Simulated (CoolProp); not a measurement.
Vapour-liquid equilibrium of n-pentane (1) + the fluoroketone C6F12O (FK-5-1-12) (2) at 0.0802 MPa; x and y are mole fractions of (1).

Values from CoolProp's multi-fluid Helmholtz-energy mixture model, Thol 2019 and McLinden 2015; pair parameters Bell 2016.

| x | bubble temperature, mixture model (°C) | bubble temperature, Raoult's law (°C) | y, mixture model | y, Raoult's law |
|---|---|---|---|---|
| 0.05 | 37.5 | 41.7 | 0.204 | 0.076 |
| 0.125 | 31.4 | 40.6 | 0.411 | 0.184 |
| 0.2 | 27.2 | 39.5 | 0.534 | 0.284 |
| 0.275 | 24.7 | 38.4 | 0.605 | 0.376 |
| 0.35 | 23.2 | 37.4 | 0.644 | 0.463 |
| 0.425 | 22.6 | 36.4 | 0.665 | 0.543 |
| 0.5 | 22.3 | 35.4 | 0.674 | 0.617 |
| 0.575 | 22.3 | 34.4 | 0.677 | 0.687 |
| 0.65 | 22.3 | 33.5 | 0.678 | 0.751 |
| 0.725 | 22.3 | 32.6 | 0.680 | 0.811 |
| 0.8 | 22.4 | 31.7 | 0.692 | 0.868 |
| 0.875 | 23.1 | 30.8 | 0.729 | 0.920 |
| 0.95 | 25.4 | 29.9 | 0.833 | 0.969 |

The largest gap from Raoult's law is -14.2 K in bubble temperature, at x = 0.35. y crosses x between x = 0.65 and 0.725: the model has an azeotrope there.

Pair parameters are fitted to limited data, so mixtures are less certain than the pure fluids. With so large a gap from Raoult's law the liquid may split in two, which this calculation doesn't test in full.
